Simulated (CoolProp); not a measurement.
n-pentane at 298.15 K and 0.0496 MPa is compressed adiabatically to 0.105 MPa with isentropic efficiency 0.85. Each further row changes one setting.

The numbers come from the reference Helmholtz-energy equation of state, Thol 2019 in CoolProp.

```json
[
 {"case": "as stated", "work (kJ/kg)": "30.1", "final temperature (K)": "317.2", "final density (kg/m³)": "3.00"},
 {"case": "efficiency 1", "work (kJ/kg)": "25.6", "final temperature (K)": "314.7", "final density (kg/m³)": "3.03"},
 {"case": "efficiency 0.65", "work (kJ/kg)": "39.4", "final temperature (K)": "322.4", "final density (kg/m³)": "2.94"}
]
```
